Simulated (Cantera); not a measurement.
Input: 1 mol SiH₂Cl₂, 0.25 mol O₂, 88 mol H₂, at 10000 Pa.

These are equilibrium values from Cantera (NASA tables, ideal gas, pure condensed phases), not measurements of a reactor. Candidate condensed phases: H₂O, Si, SiO₂; 30 gas species. Equilibrium is a limit: real reactors are often held back by kinetics, nucleation or transport.

### Question
At 1650 K, list the 5 most abundant gas species with their mole fractions, and the condensed phases.

### Answer
H₂ 0.973, HCl 0.0193, SiO 0.00552, SiCl₂ 0.00136, H 0.000283. Condensed: Si(s).
